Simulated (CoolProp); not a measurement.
Saturation properties of R236FA (Tc = 398.1 K, pc = 3.191 MPa, ω = 0.377).

Computed with CoolProp (reference Helmholtz-energy equation of state, Pan 2012).

```csv
T (K),p (MPa),liquid cp (kJ/(kg K)),surface tension (mN/m),vapour viscosity (µPa s)
237.6,0.01905,1.164,…,8.70
244.9,0.02861,…,16.3,8.97
252.2,0.04174,1.173,15.4,9.23
259.5,0.05933,1.179,14.4,9.50
266.8,0.08239,1.187,…,…
274.1,0.1120,1.197,12.6,…
281.4,0.1494,1.207,…,10.3
288.7,0.1960,1.220,10.7,10.5
296.1,0.2538,1.234,9.83,10.8
303.4,0.3229,1.249,8.96,11.1
```

What belongs in the gaps?


- 237.6, surface tension (mN/m): 17.3
- 244.9, liquid cp (kJ/(kg K)): 1.168
- 266.8, surface tension (mN/m): 13.5
- 266.8, vapour viscosity (µPa s): 9.76
- 274.1, vapour viscosity (µPa s): 10.0
- 281.4, surface tension (mN/m): 11.6

It boils at 271.7 K under 1 atm.

Viscosity comes from a separate model (Huber 2003), an estimate that may be off by 10 % or more. Surface tension comes from a separate correlation (Mulero 2012).
